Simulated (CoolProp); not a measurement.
A closed Brayton cycle with nitrogen: compressor inlet 324.15 K and 0.26 MPa, high pressure 0.601 MPa, turbine inlet 895 K, compressor efficiency 0.89, turbine efficiency 0.93, recuperator effectiveness 0 (on enthalpy, no pinch check). Each further row changes one setting.

The numbers come from the reference Helmholtz-energy equation of state, Span 2000 in CoolProp.

```json
[
 {"case": "as stated", "thermal efficiency (%)": "[?]", "net work (kJ/kg)": "83.7", "compressor to turbine work": "0.55", "compressor exit (K)": "422.4", "turbine exit (K)": "729.8"},
 {"case": "turbine inlet 845 K", "thermal efficiency (%)": "15.9", "net work (kJ/kg)": "[?]", "compressor to turbine work": "0.58", "compressor exit (K)": "422.4", "turbine exit (K)": "[?]"},
 {"case": "compressor inlet 334.15 K", "thermal efficiency (%)": "16.0", "net work (kJ/kg)": "80.5", "compressor to turbine work": "0.57", "compressor exit (K)": "[?]", "turbine exit (K)": "729.8"},
 {"case": "high pressure 0.511 MPa", "thermal efficiency (%)": "13.5", "net work (kJ/kg)": "[?]", "compressor to turbine work": "0.53", "compressor exit (K)": "401.6", "turbine exit (K)": "[?]"},
 {"case": "recuperator effectiveness 0.5", "thermal efficiency (%)": "23.8", "net work (kJ/kg)": "83.7", "compressor to turbine work": "0.55", "compressor exit (K)": "422.4", "turbine exit (K)": "729.8"}
]
```

What belongs in the gaps?


- as stated, thermal efficiency (%): 16.2
- turbine inlet 845 K, net work (kJ/kg): 73.1
- turbine inlet 845 K, turbine exit (K): 687.7
- compressor inlet 334.15 K, compressor exit (K): 435.4
- high pressure 0.511 MPa, net work (kJ/kg): 72.6
- high pressure 0.511 MPa, turbine exit (K): 759.4
